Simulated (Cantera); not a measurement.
Input: 1 mol CCl4, a varied amount of H2, at 1398.15 K and 133 Pa.

Cantera equilibrium calculation (NASA polynomials, part measured and part estimated; ideal gas, pure solids and liquids). Candidate condensed phases: C, C6H6, C7H8, C8H18; 91 gas species. Rates play no part.

Question: At 0.28 mol H2, list the 3 most abundant gas species with their mole fractions, and the condensed phases.

Answer: Cl 0.457, Cl2 0.354, HCl 0.190. Condensed: C(graphite).
